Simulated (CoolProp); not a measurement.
A closed Brayton cycle with carbon dioxide: compressor inlet 325.15 K and 9.9 MPa, high pressure 32.5 MPa, turbine inlet 660 K, compressor efficiency 0.8, turbine efficiency 0.9, recuperator effectiveness 0.9 (on enthalpy, no pinch check). Each further row changes one setting.

Model: reference Helmholtz-energy equation of state, Span 1996, in CoolProp.

```csv
case,thermal efficiency (%),net work (kJ/kg),compressor to turbine work,compressor exit (K),turbine exit (K)
as stated,25.2,57.8,0.50,408.9,533.9
turbine inlet 610 K,21.5,45.5,0.56,408.9,488.7
compressor inlet 335.15 K,21.9,46.5,0.60,434.9,533.9
high pressure 27.6 MPa,25.4,54.4,0.47,396.8,550.7
recuperator effectiveness 0.5,20.0,57.8,0.50,408.9,533.9
```
